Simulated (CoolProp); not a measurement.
R125 at several states: fugacity coefficient from the reference equation and from simpler models built on Tc = 339.2 K, pc = 3618 kPa, ω = 0.305; each cubic takes its own stable root.

Values from CoolProp's reference Helmholtz-energy equation of state, Lemmon 2005.

```
T (K)  p (kPa)   phase  reference
-----  -------  ------  ---------
456.3     32.4     gas     0.9990
180.5       51  liquid     0.1147
206.5    21400  liquid   0.004291
```

Problem. How far does each simpler model (van der Waals, Soave-Redlich-Kwong, Peng-Robinson) lie from the reference over these 3 states: mean and median of the absolute difference, and the worst?

Solution. 
- van der Waals: mean 716.8 %, median 756.4 %, worst +1394.1 % at 206.5 K and 21400 kPa
- Soave-Redlich-Kwong: mean 3.0 %, median 0.9 %, worst +8.2 % at 206.5 K and 21400 kPa
- Peng-Robinson: mean 2.1 %, median 1.3 %, worst +5.1 % at 180.5 K and 51 kPa

At some of these states van der Waals gives the other phase, because its saturation line lies elsewhere.
